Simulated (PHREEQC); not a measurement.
Hard or scaling water: an equilibrium model

Consider water at 50 °C with 22 mmol/kgw SrCl2, 12 mmol/kgw CO2 and 2.9 mmol/kgw KCl. Closed to the air; pH follows from the charge balance.

The numbers come from PHREEQC with the ion-association model, wateq4f.dat.

```yaml
pH: 4.03
ionic_strength: 0.0690 mol/kgw
```

| species | molality | activity | log γ |
|---|---|---|---|
| Cl- | 0.0469 | 0.0367 | -0.106 |
| Sr+2 | 0.0220 | 0.00924 | -0.376 |
| CO2 | 0.0119 | 0.0121 | 0.007 |
| K+ | 0.00290 | 0.00227 | -0.106 |
| H+ | 0.000111 | 9.30e-5 | -0.079 |
| HCO3- | 8.37e-5 | 6.72e-5 | -0.095 |

Precipitation was switched off in this run. Complexes and solids missing from the database can't appear. Away from 25 °C the constants follow the database's enthalpies or fits; those with neither stay at their 25 °C values.
